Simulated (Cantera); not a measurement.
**Reactions in the system N-O-V**

Standard-state values (1 bar) from the NASA 1993 polynomials, evaluated with Cantera. Values are per mole of reaction as written; species without (g) are pure solids or liquids, kept so even where they would boil at 1 bar.

4 NO(g) + V ⇌ 2 N₂O(g) + VO₂(g)

| T (K) | ΔH° (kJ) | ΔS° (J/K) | ΔG° (kJ) | log10 K |
|---|---|---|---|---|
| 300 | -434.6 | -166.8 | -384.5 | 66.95 |
| 573 | -437.7 | -174.9 | -337.5 | 30.76 |
| 673 | -438.0 | -175.3 | -320.0 | 24.83 |
| 773 | -438.1 | -175.4 | -302.4 | 20.44 |
| 873 | -438.1 | -175.5 | -284.9 | 17.05 |
| 973 | -438.1 | -175.5 | -267.3 | 14.35 |
| 1073 | -438.1 | -175.5 | -249.8 | 12.16 |
| 1173 | -438.1 | -175.5 | -232.2 | 10.34 |
| 1273 | -438.2 | -175.6 | -214.7 | 8.81 |
| 1373 | -438.3 | -175.7 | -197.1 | 7.50 |
| 1473 | -438.5 | -175.8 | -179.5 | 6.37 |
| 1573 | -438.8 | -176.0 | -162.0 | 5.38 |
